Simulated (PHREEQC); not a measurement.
A PHREEQC input (ion-association model, phreeqc.dat):

```
SOLUTION 1
  temp 6.3
  units M
  pH 6.28
  pe 9.7
  Na 39.4
  K 205
  Ca 95.2
  Mg 2.7
  Cl 8.68
  S(6) 393 as SO4
  Alkalinity 236 as HCO3
  Zn 0.3
  O(0) 0.187
  B 0.128
END
USE solution 1
EQUILIBRIUM_PHASES 1
  Gypsum 0 0
  CO2(g) -2.5 10
END
```

It stops with these messages:

```
ERROR: Calculations terminating due to input errors.
```

The fault: a unit that the program doesn't know. The line should read `units mg/kgw` where the input has `units M`. With the mend the run ends at pH 7.74 and ionic strength 0.0168 mol/kgw.
